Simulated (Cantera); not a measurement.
Mixture: CH4 : H2 : O2 : N2 = 1 : 0.53 : 1.08 : 6.79 (molar parts), equivalence ratio 2.1, at 11300 Torr, adiabatic and at constant volume. Ignition delay is the time to a rise of 400 K.

Detailed kinetics in Cantera: GRI-Mech 3.0 (53 species, 325 reactions). The pressure lies above the range GRI-Mech 3.0 was tuned for (to about 10 atm).

Problem. Predict: delay at 1150 K; delay at 1350 K; delay at 1550 K; delay at 1750 K; apparent activation energy between 1650 and 1850 K.

Solution. 
```
Property                                                 Value
--------------------------------------------------  ----------
delay at 1150 K                                       0.653 ms
delay at 1350 K                                       0.129 ms
delay at 1550 K                                        38.0 µs
delay at 1750 K                                        11.6 µs
apparent activation energy between 1650 and 1850 K  140 kJ/mol
```
